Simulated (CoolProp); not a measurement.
R407C along the isobar 0.435 MPa: Z from the reference equation and from simpler models built on Tc = 86.2 °C, pc = 4.632 MPa, ω = 0.363; each cubic takes its own stable root.

Computed with CoolProp (reference Helmholtz-energy equation of state, Lemmon 2003). It is a pseudo-pure fit of the blend.

```csv
T (°C),phase,reference
-23.95,liquid,0.01372
7.15,gas,0.9064
38.25,gas,0.9391
69.35,gas,0.9577
100.45,gas,0.9695
131.55,gas,0.9774
162.75,gas,0.9830
193.85,gas,0.9870
```

**Question.** How far does each simpler model (van der Waals, Redlich-Kwong, Soave-Redlich-Kwong, Peng-Robinson) lie from the reference over these 8 states: mean and median of the absolute difference, and the worst?

**Answer.** 
- van der Waals: mean 835.8 %, median 0.8 %, worst +6677.7 % at -23.95 °C and 0.435 MPa
- Redlich-Kwong: mean 2.9 %, median 0.3 %, worst +18.4 % at -23.95 °C and 0.435 MPa
- Soave-Redlich-Kwong: mean 1.9 %, median 0.3 %, worst +11.8 % at -23.95 °C and 0.435 MPa
- Peng-Robinson: mean 0.4 %, median 0.1 %, worst +1.3 % at 7.15 °C and 0.435 MPa

At some of these states van der Waals gives the other phase, because its saturation line lies elsewhere.
